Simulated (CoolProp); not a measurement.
Properties of oxygen along the isotherm -169.85 °C (Tc = -118.6 °C, pc = 5.046 MPa, ω = 0.022).

The numbers come from the reference Helmholtz-energy equation of state, Schmidt 1985 in CoolProp.

```
p (MPa)   phase  density (kg/m³)  cv (kJ/(kg K))  Joule-Thomson coefficient (K/MPa)  viscosity (µPa s)  fugacity coefficient
-------  ------  ---------------  --------------  ---------------------------------  -----------------  --------------------
0.229       gas            8.986          0.6619                              18.09               7.98                0.9520
0.459    liquid             1074             [?]                            -0.2488                142                0.6759
0.688    liquid             1074          0.8854                            -0.2502                142                   [?]
0.918    liquid              [?]          0.8858                            -0.2516                142                0.3434
1.15     liquid             1076          0.8863                            -0.2530                143                0.2763
1.38     liquid             1076          0.8867                                [?]                143                   [?]
1.61     liquid             1077          0.8872                            -0.2557                144                   [?]
1.84     liquid             1078          0.8876                            -0.2570                144                0.1769
2.06     liquid             1078          0.8880                            -0.2583                144                   [?]
2.29     liquid             1079          0.8885                            -0.2596                145                0.1443
2.52     liquid             1080          0.8889                                [?]                145                0.1322
```

Task: Complete the blanks.

Result: 
- 0.459, cv (kJ/(kg K)): 0.8849
- 0.688, fugacity coefficient: 0.4545
- 0.918, density (kg/m³): 1075
- 1.38, Joule-Thomson coefficient (K/MPa): -0.2544
- 1.38, fugacity coefficient: 0.2321
- 1.61, fugacity coefficient: 0.2005
- 2.06, fugacity coefficient: 0.1592
- 2.52, Joule-Thomson coefficient (K/MPa): -0.2609

Viscosity comes from a separate model (Lemmon 2004).
